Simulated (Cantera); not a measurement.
What does this Cantera script print?

```python
import numpy as np
import cantera as ct

gas = ct.Solution("h2o2.yaml")
gas.TPX = 500, 38000, {'H2': 1, 'O2': 0.172, 'N2': 0.648, 'H2O': 0.044}
flame = ct.FreeFlame(gas, width=0.079)
flame.set_refine_criteria(ratio=3, slope=0.08, curve=0.16)
flame.transport_model = "mixture-averaged"
flame.solve(loglevel=0, auto=True)
z, T = flame.grid, flame.T
thick = (T[-1] - T[0]) / np.gradient(T, z).max()
show = ['H2', 'O2', 'H2O', 'H', 'HO2', 'OH']
print(f"laminar burning velocity  {flame.velocity[0] * 100:.3f} cm/s")
print(f"burnt temperature         {T[-1]:.1f} K")
print(f"thermal thickness         {thick * 1e3:.4f} mm")
print(f"grid points               {len(z)}")
z0 = z[flame.heat_release_rate.argmax()]
print(f"{'z/mm':>9s}{'T/K':>9s}{'u/(m/s)':>9s}" + "".join(f"{s:>11s}" for s in show))
rows = []
for k in (-3, -2, -1.5, -1, -0.5, -0.25, 0, 0.25, 0.5, 1, 2, 4, 8):
    zz = z0 + k * thick
    rows.append([k * thick, np.interp(zz, z, T), np.interp(zz, z, flame.velocity),
                 *(np.interp(zz, z, flame.X[gas.species_index(s)]) for s in show)])
    print(f"{rows[-1][0] * 1e3:9.3f}{rows[-1][1]:9.1f}{rows[-1][2]:9.3f}" + "".join(f"{x:11.3e}" for x in rows[-1][3:]))
```

It prints:

```
laminar burning velocity  502.620 cm/s
burnt temperature         1902.8 K
thermal thickness         1.5620 mm
grid points               139
     z/mm      T/K  u/(m/s)         H2         O2        H2O          H        HO2         OH
   -4.686    500.0    5.026  5.365e-01  9.227e-02  2.361e-02  2.531e-16  8.163e-13  1.389e-17
   -3.124    500.0    5.026  5.365e-01  9.227e-02  2.361e-02  2.940e-13  9.944e-11  3.751e-15
   -2.343    500.0    5.026  5.365e-01  9.227e-02  2.361e-02  2.664e-11  2.958e-09  1.485e-13
   -1.562    500.1    5.027  5.365e-01  9.228e-02  2.361e-02  4.104e-08  5.437e-07  1.295e-10
   -0.781    528.3    5.283  5.327e-01  9.209e-02  2.511e-02  2.901e-04  1.470e-04  6.188e-05
   -0.391    736.2    7.207  5.049e-01  8.594e-02  4.376e-02  7.661e-03  7.583e-05  2.931e-04
    0.000   1074.8   10.270  4.246e-01  5.608e-02  1.099e-01  4.214e-02  2.876e-05  7.672e-04
    0.391   1297.9   12.362  3.517e-01  1.362e-02  1.919e-01  7.378e-02  6.404e-06  1.145e-03
    0.781   1388.5   13.189  3.369e-01  1.940e-03  2.153e-01  7.658e-02  8.590e-07  1.042e-03
    1.562   1474.2   13.926  3.412e-01  1.158e-04  2.200e-01  6.738e-02  4.918e-08  1.135e-03
    3.124   1565.7   14.692  3.501e-01  4.628e-05  2.216e-01  5.443e-02  2.031e-08  1.214e-03
    6.248   1656.1   15.433  3.593e-01  3.067e-05  2.233e-01  4.108e-02  1.385e-08  1.170e-03
   12.496   1736.3   16.078  3.677e-01  1.712e-05  2.249e-01  2.891e-02  8.376e-09  1.000e-03
```

Computed with Cantera and the H2/O2 subset of GRI-Mech 3.0, which has no nitrogen chemistry. Burning velocities carry a grid error of a few per cent, more on coarse grids.
